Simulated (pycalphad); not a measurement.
Source of the numbers: pycalphad with the COST 507 light-alloy database (1999); pressure 1 atm. The data set is of 1999 and partly superseded. Diffusion is slow at the low end, where real alloys seldom reach equilibrium.

Task: How does the equilibrium phase assembly of Al-3.54Mn-2.37Si (at.%) change on cooling from 1577 °C to 257 °C?

Result: 
| T (°C) | phases above | phases below |
|---|---|---|
| 775.5 | liquid | ALMNSI_BETA + liquid |
| 699.8 | ALMNSI_BETA + liquid | ALMNSI_ALPHA + ALMNSI_BETA + liquid |
| 688.5 | ALMNSI_ALPHA + ALMNSI_BETA + liquid | ALMNSI_ALPHA + liquid |
| 651.6 | ALMNSI_ALPHA + liquid | ALMNSI_ALPHA + fcc + liquid |
| 639.9 | ALMNSI_ALPHA + fcc + liquid | ALMNSI_ALPHA + fcc |
Changes were sought between steps of 40 K, so a narrower field can be missed.

Database names, with the compositions (at.%) that they take in these runs: ALMNSI_BETA: Al 70 Mn 23 Si 7; ALMNSI_ALPHA: Al 71-74 Mn 17 Si 9-12.
